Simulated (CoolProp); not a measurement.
Model: reference Helmholtz-energy equation of state, Thol 2019, in CoolProp.

### Question
Give the vapour pressure (MPa), liquid density (kg/m³), vapour density (kg/m³), surface tension (mN/m) of saturated dodecamethylpentasiloxane (MD3M) at 520.3, 549.5 K.

### Answer
```json
[
 {"T (K)": "520.3", "p (MPa)": "0.148", "liquid density (kg/m³)": "631", "vapour density (kg/m³)": "15.4", "surface tension (mN/m)": "4.37"},
 {"T (K)": "549.5", "p (MPa)": "0.265", "liquid density (kg/m³)": "588", "vapour density (kg/m³)": "28.4", "surface tension (mN/m)": "2.94"}
]
```

Surface tension comes from a separate correlation (Mulero 2014), older than this fluid's equation and unchecked against measurements.
